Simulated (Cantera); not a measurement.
Charge: 1 mol CaCl2, 0.56 mol N2, equilibrated at 0.000170 bar.

Equilibrium computed with Cantera from the NASA thermochemical tables; the gas is ideal and each condensed phase is pure. Candidate condensed phases: Ca, CaCl2; 8 gas species. Rates play no part.

**Question.** Which condensed phases are stable at each of these points (T (°C)): 1050, 1075, 1100, 1125, 1150, 1175, 1200, 1225, 1250, 1275?

**Answer.** 
```tsv
T (°C)	condensed phases	Ca condensed (%)
1050	CaCl2(l)	37.9
1075	gas only	0.0
1100	gas only	0.0
1125	gas only	0.0
1150	gas only	0.0
1175	gas only	0.0
1200	gas only	0.0
1225	gas only	0.0
1250	gas only	0.0
1275	gas only	0.0
```

At 1050 °C the condensed part is CaCl2(l). From 1075 °C to 1275 °C nothing is condensed.
